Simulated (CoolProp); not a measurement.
Vapour-liquid equilibrium of R152A (1) + isobutane (2) at 8.26 bar; x and y are mole fractions of (1).

Computed with CoolProp (multi-fluid Helmholtz-energy mixture model, Outcalt 1996 and Bücker 2006; pair parameters Bell 2016).

```json
[
 {"x": "0.05", "bubble temperature (K)": "325.6", "y at the bubble point": "0.140", "dew temperature at overall composition x (K)": "329.1", "liquid density (mol/L)": "8.920"},
 {"x": "0.125", "bubble temperature (K)": "319.6", "y at the bubble point": "0.292", "dew temperature at overall composition x (K)": "326.2", "liquid density (mol/L)": "9.209"},
 {"x": "0.2", "bubble temperature (K)": "315.3", "y at the bubble point": "0.398", "dew temperature at overall composition x (K)": "323.3", "liquid density (mol/L)": "9.476"},
 {"x": "0.275", "bubble temperature (K)": "312.3", "y at the bubble point": "0.475", "dew temperature at overall composition x (K)": "320.3", "liquid density (mol/L)": "9.734"},
 {"x": "0.35", "bubble temperature (K)": "310.1", "y at the bubble point": "0.533", "dew temperature at overall composition x (K)": "317.2", "liquid density (mol/L)": "9.992"},
 {"x": "0.425", "bubble temperature (K)": "308.6", "y at the bubble point": "0.580", "dew temperature at overall composition x (K)": "314.2", "liquid density (mol/L)": "10.26"},
 {"x": "0.5", "bubble temperature (K)": "307.5", "y at the bubble point": "0.620", "dew temperature at overall composition x (K)": "311.3", "liquid density (mol/L)": "10.54"},
 {"x": "0.575", "bubble temperature (K)": "306.8", "y at the bubble point": "0.657", "dew temperature at overall composition x (K)": "308.8", "liquid density (mol/L)": "10.85"},
 {"x": "0.65", "bubble temperature (K)": "306.3", "y at the bubble point": "0.693", "dew temperature at overall composition x (K)": "306.9", "liquid density (mol/L)": "11.19"},
 {"x": "0.725", "bubble temperature (K)": "306.1", "y at the bubble point": "0.732", "dew temperature at overall composition x (K)": "306.1", "liquid density (mol/L)": "11.56"},
 {"x": "0.8", "bubble temperature (K)": "306.2", "y at the bubble point": "0.778", "dew temperature at overall composition x (K)": "306.4", "liquid density (mol/L)": "11.96"},
 {"x": "0.875", "bubble temperature (K)": "306.8", "y at the bubble point": "0.837", "dew temperature at overall composition x (K)": "307.3", "liquid density (mol/L)": "12.40"},
 {"x": "0.95", "bubble temperature (K)": "308.1", "y at the bubble point": "0.921", "dew temperature at overall composition x (K)": "308.6", "liquid density (mol/L)": "12.85"}
]
```

y crosses x between x = 0.725 and 0.8: the model has an azeotrope there.

Pair parameters are fitted to limited data, so mixtures are less certain than the pure fluids.
